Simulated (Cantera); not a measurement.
Catalytic combustion on Pt

An isothermal plug-flow reactor at 798 K and 2.30 bar (inlet), inlet velocity 1.8 m/s, active area per volume 520 1/m; feed CO : O₂ : N₂ = 0.0035 : 0.092 : 0.79 (molar parts), equivalence ratio 0.019.

Computed with Cantera and Deutschmann's 1995 Pt surface mechanism with GRI-Mech 3.0 gas chemistry. Catalytic surfaces can have several steady states; this one follows from the mechanism file's or the stated starting coverage. Mass transfer to the wall is taken as infinitely fast.

```tsv
z (m)	x CO	x O₂	x H₂O	x CO₂	θ free Pt	θ O*	θ CO*
7.8e-05	0.00391	0.104	<1e-12	4.49e-5	0.0396	0.958	0.00195
0.00013	0.00388	0.104	<1e-12	7.41e-5	0.0394	0.959	0.00192
0.00022	0.00383	0.104	<1e-12	0.000123	0.0390	0.959	0.00185
0.00036	0.00376	0.104	<1e-12	0.000197	0.0384	0.960	0.00176
0.0006	0.00364	0.104	<1e-12	0.000315	0.0376	0.961	0.00163
0.001	0.00346	0.104	<1e-12	0.000494	0.0364	0.962	0.00145
0.0017	0.00319	0.104	<1e-12	0.000766	0.0348	0.964	0.00122
0.0028	0.00284	0.103	<1e-12	0.00112	0.0330	0.966	0.000979
0.0047	0.00237	0.103	<1e-12	0.00158	0.0311	0.968	0.000722
0.0078	0.00183	0.103	<1e-12	0.00213	0.0292	0.970	0.000492
```
x: gas mole fraction; θ: surface coverage.
